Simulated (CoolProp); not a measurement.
Ethanol at 293.15 K and 0.00438 MPa flows at 3.8 m/s in a round tube of 10 mm bore and 0.25 µm roughness, fully developed (64/Re and Nu = 3.66 if laminar; Colebrook and Gnielinski if turbulent). Each further row changes one setting.

Model: reference Helmholtz-energy equation of state, Schroeder 2014, in CoolProp.

```json
[
 {"case": "as stated", "Reynolds number": "366", "Darcy friction factor": "0.175", "pressure drop (Pa/m)": "[?]", "heat-transfer coefficient (W/(m² K))": "5.40", "mass flow (kg/h)": "0.0892"},
 {"case": "velocity 7.6 m/s", "Reynolds number": "732", "Darcy friction factor": "0.0874", "pressure drop (Pa/m)": "[?]", "heat-transfer coefficient (W/(m² K))": "5.40", "mass flow (kg/h)": "0.178"},
 {"case": "diameter 20 mm", "Reynolds number": "732", "Darcy friction factor": "0.0874", "pressure drop (Pa/m)": "[?]", "heat-transfer coefficient (W/(m² K))": "[?]", "mass flow (kg/h)": "0.357"}
]
```

Task: Some entries are withheld; supply them.

Result: 
- as stated, pressure drop (Pa/m): 10.5
- velocity 7.6 m/s, pressure drop (Pa/m): 21.0
- diameter 20 mm, pressure drop (Pa/m): 2.62
- diameter 20 mm, heat-transfer coefficient (W/(m² K)): 2.70

Viscosity comes from a separate model (Kiselev 2005). Thermal conductivity comes from a separate model (Assael 2013).
